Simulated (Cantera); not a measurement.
An adiabatic, constant-pressure homogeneous reactor starts with CH₄ : O₂ : N₂ = 1 : 1.82 : 6.84 (molar parts), at 1150 K and 100000 Pa.

Computed with Cantera and GRI-Mech 3.0 (53 species, 325 reactions).

Task: Predict: time of steepest temperature rise; temperature at 0.200 s; equilibrium temperature; x(O₂) at 0.200 s; x(NO) at 0.200 s.

Result: 
| Property | Value |
|---|---|
| time of steepest temperature rise | 0.101 s |
| temperature at 0.200 s | 2620 K |
| equilibrium temperature | 2620 K |
| x(O₂) at 0.200 s | 0.00809 (gas-phase equilibrium 0.00809) |
| x(NO) at 0.200 s | 0.00513 (gas-phase equilibrium 0.00513) |
